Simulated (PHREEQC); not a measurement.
0.39 g of hydrous ferric oxide (600 m²/g; 0.2 weak and 0.005 strong sites per Fe, Dzombak-Morel constants, diffuse double layer) in 1 kg of water with 0.01 mol/kgw of an inert sodium salt, at 25 °C; the pH is set by adding NaOH or the inert anion's acid. O2 is buffered at 0.21 atm. The system is closed to CO2. Nothing may precipitate in this run.

Base run: PHREEQC, ion-association model, wateq4f.dat. Each further column changes one thing. The table gives surface charge σ (C/m²).

| pH | base | background salt from 0.01 to 0.001 mol/kgw | oxide from 0.39 to 2 g/kgw | 0.00029 mol/kgw SrCl2 added |
|---|---|---|---|---|
| 3 | 0.325 | ___ | 0.330 | 0.328 |
| 3.67 | 0.256 | ___ | 0.262 | 0.260 |
| 4.33 | 0.179 | 0.093 | 0.183 | 0.183 |
| 5 | 0.114 | 0.051 | 0.116 | 0.117 |
| 5.67 | 0.067 | 0.027 | 0.067 | ___ |
| 6.33 | 0.036 | 0.013 | 0.036 | 0.037 |
| 7 | 0.017 | 0.006 | 0.017 | 0.018 |
| 7.67 | 0.006 | 0.002 | 0.006 | 0.007 |
| 8.33 | -0.003 | -0.001 | -0.003 | -0.001 |
| 9 | -0.013 | -0.004 | -0.013 | -0.009 |
| 9.67 | -0.029 | -0.010 | -0.029 | -0.015 |
| 10.33 | -0.055 | -0.023 | -0.056 | ___ |
| 11 | -0.100 | -0.055 | -0.101 | -0.046 |

**Question.** What belongs in the gaps?

**Answer.** 
- 3, background salt from 0.01 to 0.001 mol/kgw: 0.259
- 3.67, background salt from 0.01 to 0.001 mol/kgw: 0.158
- 5.67, 0.00029 mol/kgw SrCl2 added: 0.069
- 10.33, 0.00029 mol/kgw SrCl2 added: -0.025

The oxide is taken as insoluble; below pH 4 it would dissolve.
